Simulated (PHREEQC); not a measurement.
Dissolve 6.4 mol/kgw KOH, 0.31 mol/kgw NaHCO3 and 2.3e-05 mol/kgw H4SiO4 at 40 °C. Closed to the air; pH follows from the charge balance.

Model: Pitzer model, pitzer.dat, run in PHREEQC.

The ionic strength comes out as 7.02 mol/kgw. What activity coefficients do Na+, OH-, HCO3-, CO3-2, K+ get?

Na+ 0.49, OH- 5.8, HCO3- 0.97, CO3-2 1.1, K+ 1.1. Single-ion values are on the MacInnes scale.

Precipitation was switched off in this run. In brines, pH and single-ion activities rest on the MacInnes convention. At this temperature some constants are extrapolated from 25 °C, and those without enthalpy data are left unchanged.
